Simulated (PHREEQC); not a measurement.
Consider water at 67 °C with 14 mmol/kgw HF, 0.57 mmol/kgw NaCl and 9.9 mmol/kgw CuCl2. Closed to the air; pH follows from the charge balance.

The numbers come from PHREEQC with the ion-association model, wateq4f.dat.

```
quantity                      before    after
---------------------------  -------  -------
pH                              2.69     2.65
Cl- (mol/kgw)                 0.0190   0.0829
HF (mol/kgw)                  0.0114   0.0110
Cu+2 (mol/kgw)               0.00832   0.0328
F- (mol/kgw)                 0.00201  0.00206
SI of CuF2:2H2O (CuF2:2H2O)    -3.03    -2.70
SI of Tenorite (CuO)           -3.22    -2.87
```

### Question
Name the change that produced these shifts.
A) 0.00024 mol/kgw NaBr added
B) diluted 10-fold with water
C) 0.00052 mol/kgw Ca(OH)2 added
D) CuCl2 from 0.0099 to 0.0495 mol/kgw

### Answer
D, CuCl2 from 0.0099 to 0.0495 mol/kgw

This is a speciation only: nothing precipitates in the calculation. Away from 25 °C the constants follow the database's enthalpies or fits; those with neither stay at their 25 °C values.
